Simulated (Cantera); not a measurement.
**Ignition delay**

Mixture: 11.0 % CH₃OH, 18.7 % O₂, 70.4 % N₂, equivalence ratio 0.88, at 0.345 atm, adiabatic and at constant volume. Ignition delay is the time to a rise of 400 K.

Cantera simulation using GRI-Mech 3.0 (53 species, 325 reactions); the numbers are that mechanism's predictions, not measurements. GRI-Mech 3.0 was tuned for natural gas; its chemistry of methanol as a main component is partial and can be far from experiment.

```csv
T0 (K),delay (ms)
1075,251
1175,37.9
1275,7.88
1375,2.13
1475,0.717
1575,0.289
1675,0.133
1775,0.0685
```

```json
{
 "apparent activation energy between 1575 and 1775 K": "170 kJ/mol"
}
```
